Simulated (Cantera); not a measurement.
A closed system holds: 1 mol AlCl3, 1.5 mol N2O, 2.9 mol H2, at 720 Pa.

Method: chemical equilibrium by Gibbs-energy minimisation in Cantera with the NASA 1993 tables (ideal gas, pure condensed phases). Candidate condensed phases: Al, AlCl3, AlN, Al2O3, H2O, NH4Cl; 45 gas species. The tables' values for AlCl2, AlOH are old estimates; treat these amounts as uncertain. The numbers say what is thermodynamically allowed, not how fast it happens.

x: gas mole fraction; n: condensed amount in mol.

```csv
T (K),x HCl,x N2,x H2,x Cl,x H,x H2O,n Al2O3(s)
1048,0.508,0.254,0.237,8.67e-8,4.44e-8,0.000123,0.500
1148,0.508,0.254,0.237,7.76e-7,4.11e-7,0.000232,0.500
1248,0.508,0.254,0.237,4.91e-6,2.68e-6,0.000393,0.499
1348,0.507,0.254,0.237,2.37e-5,1.33e-5,0.000614,0.499
1448,0.507,0.254,0.237,[?],[?],[?],0.498
1548,0.506,0.254,0.237,[?],[?],[?],0.498
1648,0.504,0.254,0.237,0.000852,0.000511,0.00174,0.497
1748,0.502,0.254,0.237,0.00214,0.00131,0.00244,0.495
1848,0.497,0.253,0.236,0.00485,0.00304,0.00359,0.493
1948,0.488,0.252,0.235,0.0101,0.00645,0.00555,0.489
2048,0.472,0.250,0.232,0.0192,0.0127,0.00873,0.482
2148,0.447,0.246,0.227,0.0337,0.0234,0.0134,0.471
```

### Question
Fill in the missing entries.

### Answer

- 1548, x Cl: 0.000301
- 1548, x H: 0.000177
- 1548, x H2O: 0.00127
- 1448, x Cl: 9.21e-5
- 1448, x H: 5.29e-5
- 1448, x H2O: 0.000901
